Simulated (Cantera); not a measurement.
An adiabatic, constant-volume homogeneous reactor starts with 4.70 % CH₄, 20.0 % O₂, 75.3 % N₂, at 1400 K and 750 Torr.

Detailed kinetics in Cantera: GRI-Mech 3.0 (53 species, 325 reactions).

Question: Predict: time of steepest temperature rise; temperature at 0.100 s; equilibrium temperature; x(O₂) at 0.100 s.

Answer: 
```
Item                                                               Value
---------------------------------  -------------------------------------
time of steepest temperature rise                                2.39 ms
temperature at 0.100 s                                            2485 K
equilibrium temperature                                           2485 K
x(O₂) at 0.100 s                   0.0968 (gas-phase equilibrium 0.0968)
```
